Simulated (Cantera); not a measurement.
Charge: 1 mol C3H6, 1.8 mol NH3, 4.9 mol N2, held at 2873 K.

Equilibrium computed with Cantera from the NASA thermochemical tables; the gas is ideal and each condensed phase is pure. Candidate condensed phases: C, C6H6, C7H8, C8H18; 92 gas species. The ideal-gas law is rough above about 30 bar. Equilibrium is a limit: real reactors are often held back by kinetics, nucleation or transport.

Task: Which condensed phases are stable at each of these points (P (Pa)): 10, 100, 1000, 10000, 100000, 1000000, 10000000?

Result: 
| P (Pa) | condensed phases | C condensed (%) |
|---|---|---|
| 10 | gas only | 0.0 |
| 100 | gas only | 0.0 |
| 1000 | C(graphite) | 51.8 |
| 10000 | C(graphite) | 56.5 |
| 100000 | C(graphite) | 54.5 |
| 1000000 | C(graphite) | 53.5 |
| 10000000 | C(graphite) | 52.5 |

From 10.0 Pa to 100 Pa nothing is condensed. From 1000 Pa to 1.00e7 Pa the condensed part is C(graphite).
